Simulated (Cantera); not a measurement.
# Thermodynamics of silicon oxide and oxynitride deposition, feed SiH₄ + N₂O + N₂

Charge: 1 mol SiH₄, 0.33 mol N₂O, a varied amount of N₂, equilibrated at 1748 K and 20.0 mbar.

Method: chemical equilibrium by Gibbs-energy minimisation in Cantera with the NASA 1993 tables (ideal gas, pure condensed phases). Candidate condensed phases: H₂O, Si, SiO₂, Si₂N₂O, Si₃N₄; 35 gas species. Mutual solubility and eutectic melting of coexisting phases are not modelled. The numbers say what is thermodynamically allowed, not how fast it happens.

```json
[
 {"n(N₂) (mol)": "4", "x N₂": "0.651", "x H₂": "0.344", "x SiO": "0.00462", "x H": "0.000947", "x Si": "3.13e-5", "n Si₂N₂O(s)": "0.303", "n Si₃N₄(s)": "0.122"},
 {"n(N₂) (mol)": "5.7", "x N₂": "0.729", "x H₂": "0.265", "x SiO": "0.00445", "x H": "0.000832", "x Si": "2.90e-5", "n Si₂N₂O(s)": "0.297", "n Si₃N₄(s)": "0.124"},
 {"n(N₂) (mol)": "8.1", "x N₂": "0.794", "x H₂": "0.201", "x SiO": "0.00432", "x H": "0.000724", "x Si": "2.74e-5", "n Si₂N₂O(s)": "0.287", "n Si₃N₄(s)": "0.128"},
 {"n(N₂) (mol)": "12", "x N₂": "0.851", "x H₂": "0.144", "x SiO": "0.00422", "x H": "0.000613", "x Si": "2.62e-5", "n Si₂N₂O(s)": "0.271", "n Si₃N₄(s)": "0.133"},
 {"n(N₂) (mol)": "16", "x N₂": "0.884", "x H₂": "0.112", "x SiO": "0.00417", "x H": "0.000540", "x Si": "2.55e-5", "n Si₂N₂O(s)": "0.255", "n Si₃N₄(s)": "0.138"},
 {"n(N₂) (mol)": "23", "x N₂": "0.915", "x H₂": "0.0800", "x SiO": "0.00412", "x H": "0.000457", "x Si": "2.49e-5", "n Si₂N₂O(s)": "0.227", "n Si₃N₄(s)": "0.147"},
 {"n(N₂) (mol)": "33", "x N₂": "0.939", "x H₂": "0.0570", "x SiO": "0.00409", "x H": "0.000386", "x Si": "2.45e-5", "n Si₂N₂O(s)": "0.187", "n Si₃N₄(s)": "0.161"},
 {"n(N₂) (mol)": "47", "x N₂": "0.955", "x H₂": "0.0406", "x SiO": "0.00406", "x H": "0.000326", "x Si": "2.42e-5", "n Si₂N₂O(s)": "0.131", "n Si₃N₄(s)": "0.179"},
 {"n(N₂) (mol)": "67", "x N₂": "0.967", "x H₂": "0.0288", "x SiO": "0.00405", "x H": "0.000274", "x Si": "2.40e-5", "n Si₂N₂O(s)": "0.0500", "n Si₃N₄(s)": "0.206"},
 {"n(N₂) (mol)": "95", "x N₂": "0.976", "x H₂": "0.0205", "x SiO": "0.00339", "x H": "0.000231", "x Si": "2.39e-5", "n Si₂N₂O(s)": "0", "n Si₃N₄(s)": "0.222"},
 {"n(N₂) (mol)": "140", "x N₂": "0.983", "x H₂": "0.0140", "x SiO": "0.00232", "x H": "0.000191", "x Si": "2.38e-5", "n Si₂N₂O(s)": "0", "n Si₃N₄(s)": "0.222"},
 {"n(N₂) (mol)": "190", "x N₂": "0.988", "x H₂": "0.0103", "x SiO": "0.00172", "x H": "0.000164", "x Si": "2.37e-5", "n Si₂N₂O(s)": "0", "n Si₃N₄(s)": "0.222"}
]
```
x: gas mole fraction; n: condensed amount in mol.

From 4 mol N₂ to 67 mol N₂ the condensed part is Si₂N₂O(s) + Si₃N₄(s). From 95 mol N₂ to 190 mol N₂ the condensed part is Si₃N₄(s). The main Si-bearing gas is SiO throughout. The share of Si in condensed phases is highest at 4 mol N₂ (97.3 %) and lowest at 190 mol N₂ (66.5 %).
